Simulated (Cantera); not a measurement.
Input: 1 mol B2H6, 0.35 mol H2O, 0.14 mol N2, held at 502 °C and 22.5 Torr.

Method: chemical equilibrium by Gibbs-energy minimisation in Cantera with the NASA 1993 tables (ideal gas, pure condensed phases). Candidate condensed phases: B, BN, B2O3, B3O3H3, H2O; 39 gas species. The feed counts by its element totals alone. N2 is the only nitrogen source here; it is nearly inert below about 1500 K, so the nitride shown seldom forms there in practice. Kinetics and transport are ignored.

Base state: H2 0.999, B3O3H3 0.000674 (mole fractions); condensed: B(s) + BN(s) + B2O3(l).

**Question.** What changes in the equilibrium state with this change: temperature from 502 °C to 1527 °C?

**Answer.** 
```
species        before    after
------------  -------  -------
H2              0.999    0.917
HBO           3.28e-9   0.0612
B2O2            <1e-9   0.0156
BO              <1e-9  0.00236
H               <1e-9  0.00198
B(s), mol        1.48     1.38
BN(s), mol      0.280    0.279
B2O3(l), mol    0.114        0
```
Mutual solubility and eutectic melting of coexisting phases are not modelled. The tables' values for BH2 are old estimates; treat these amounts as uncertain.

**Question.** What changes in the equilibrium state with this change: temperature from 502 °C to 1277 °C?

**Answer.** 
| species | before | after |
|---|---|---|
| H2 | 0.999 | 0.954 |
| HBO | 3.28e-9 | 0.0340 |
| B2O2 | <1e-9 | 0.00794 |
| B2O3 | <1e-9 | 0.00194 |
| HBO2 | <1e-9 | 0.000952 |
| H | <1e-9 | 0.000178 |
| BO | <1e-9 | 0.000154 |
| H2O | <1e-9 | 1.97e-5 |
| B(s), mol | 1.48 | 1.43 |
| BN(s), mol | 0.280 | 0.280 |
| B2O3(l), mol | 0.114 | 0.0465 |
Mutual solubility and eutectic melting of coexisting phases are not modelled. The tables' values for BH2 are old estimates; treat these amounts as uncertain.
